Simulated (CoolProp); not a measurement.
The fluid at 292.23 K and 0.278 MPa is compressed adiabatically to 1.85 MPa with isentropic efficiency 0.8. The same conditions are run with several fluids, on thermodynamics alone (safety and materials aside).

Model: reference Helmholtz-energy equation of state of each fluid (R143a: Lemmon and Jacobsen 2000; R115: Lemmon 2016; propane: Lemmon 2009; R1132(E): Akasaka 2024; cyclopropane: Polt 1992), in CoolProp. The equations of Platzer and Polt are older, rougher fits.

Task: Rank R143a, R115, propane, R1132(E), cyclopropane by work (kJ/kg), highest first.

Result: cyclopropane (144), propane (132), R1132(E) (96.8), R143a (68.9), R115 (35.1)

```
fluid         final temperature (K)  final density (kg/m³)
------------  ---------------------  ---------------------
R143a                         375.7                   58.3
R115                          355.8                    126
propane                       379.2                   30.5
R1132(E)                      397.9                   39.0
cyclopropane                  398.4                   26.8
```
